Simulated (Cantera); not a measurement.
A closed system holds: 1 mol FeS2, 14 mol H2, equilibrated at 1152 °C and 0.133 bar.

Cantera equilibrium calculation (NASA polynomials, part measured and part estimated; ideal gas, pure solids and liquids). Candidate condensed phases: Fe, FeS, FeS2, S; 8 gas species. FeS: taken at fixed stoichiometry. Equilibrium is a limit: real reactors are often held back by kinetics, nucleation or transport.

Base state: H2 0.930, H2S 0.0680, S2 0.00142, SH 0.000430, H 1.80e-5 (mole fractions); condensed: FeS(s).

**Question.** What changes in the equilibrium state with this change: pressure from 0.133 bar to 8.50 mbar?

**Answer.** 
```
species        before    after
-----------  --------  -------
H2              0.930    0.940
H2S            0.0680   0.0479
S2            0.00142   0.0108
S             1.68e-6  1.83e-5
H             1.80e-5  7.17e-5
SH           0.000430  0.00119
FeS(s), mol      1.00    1.000
```

**Question.** What changes in the equilibrium state with this change: H2 from 14 to 5.5 mol?

**Answer.** 
```tsv
species	before	after
H2	0.930	0.830
H2S	0.0680	0.159
S2	0.00142	0.00975
SH	0.000430	0.00107
H	1.80e-5	1.70e-5
FeS(s), mol	1.00	1.00
```
